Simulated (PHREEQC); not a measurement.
Make-up at 25 °C: 0.00096 mol/kgw H3AsO4 and 0.012 mol/kgw HCl. Closed to the air; pH follows from the charge balance.

Computed with PHREEQC (ion-association model, wateq4f.dat).

* **pH**: 1.95
* **ionic strength**: 0.0123 mol/kgw
* **total alkalinity**: -13.0 meq/kg

```tsv
species	molality	activity	log γ
H+	0.0123	0.0112	-0.043
Cl-	0.0120	0.0107	-0.050
H3AsO4	0.000638	0.000640	0.001
H2AsO4-	0.000322	0.000287	-0.049
HAsO4-2	2.80e-9	1.78e-9	-0.196
```

No solid was allowed to form.
